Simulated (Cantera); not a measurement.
Input: 1 mol B₂O₃, 19 mol HCl, at 47.3 Torr.

Method: chemical equilibrium by Gibbs-energy minimisation in Cantera with the NASA 1993 tables (ideal gas, pure condensed phases). Candidate condensed phases: B, B₂O₃, B₃O₃H₃, H₂O; 33 gas species. The tables' values for BOCl are old estimates; treat these amounts as uncertain. The numbers say what is thermodynamically allowed, not how fast it happens.

**Question.** At 1398 K, list the 4 most abundant gas species with their mole fractions, and the condensed phases.

**Answer.** HCl 0.995, HBO₂ 0.00116, H₂O 0.00101, Cl 0.000753. Condensed: B₂O₃(l).
